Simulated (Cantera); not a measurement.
Fluorocarbon and chlorocarbon gases: CH2F2 + F2 + Si

Charge: 1 mol CH2F2, 0.17 mol F2, a varied amount of Si, equilibrated at 550 °C and 37.5 Torr.

Method: chemical equilibrium by Gibbs-energy minimisation in Cantera with the NASA 1993 tables (ideal gas, pure condensed phases). Candidate condensed phases: C, C6H6, C7H8, C8H18, Si, SiC; 113 gas species. Condensed phases not in the tables: fluorocarbon polymer. Gases not in the tables: C2F6 and larger saturated fluorocarbons. Equilibrium is a limit: real reactors are often held back by kinetics, nucleation or transport.

| n(Si) (mol) | x HF | x H2 | x SiF4 | x CF4 | x CH4 | x H2F2 | x CHF3 | x SiHF3 | n C(graphite) |
|---|---|---|---|---|---|---|---|---|---|
| 0.074 | 0.959 | 7.12e-10 | 0.0355 | 0.00528 | <1e-12 | 3.87e-6 | 4.12e-8 | <1e-12 | 0.989 |
| 0.094 | 0.946 | 0.00866 | 0.0453 | <1e-12 | 3.50e-6 | 3.76e-6 | <1e-12 | 2.60e-11 | 1.000 |
| 0.12 | 0.907 | 0.0340 | 0.0585 | <1e-12 | 5.41e-5 | 3.46e-6 | <1e-12 | 1.38e-10 | 1.000 |
| 0.15 | 0.862 | 0.0640 | 0.0743 | <1e-12 | 0.000191 | 3.12e-6 | <1e-12 | 3.46e-10 | 1.000 |
| 0.19 | 0.798 | 0.105 | 0.0960 | <1e-12 | 0.000515 | 2.68e-6 | <1e-12 | 7.93e-10 | 0.999 |
| 0.24 | 0.716 | 0.158 | 0.124 | <1e-12 | 0.00117 | 2.16e-6 | <1e-12 | 1.73e-9 | 0.998 |
| 0.31 | 0.593 | 0.237 | 0.167 | <1e-12 | 0.00263 | 1.48e-6 | <1e-12 | 4.20e-9 | 0.995 |
x: gas mole fraction; n: condensed amount in mol.

From 0.074 mol Si to 0.31 mol Si the condensed part is C(graphite). The main Si-bearing gas is SiF4 throughout.
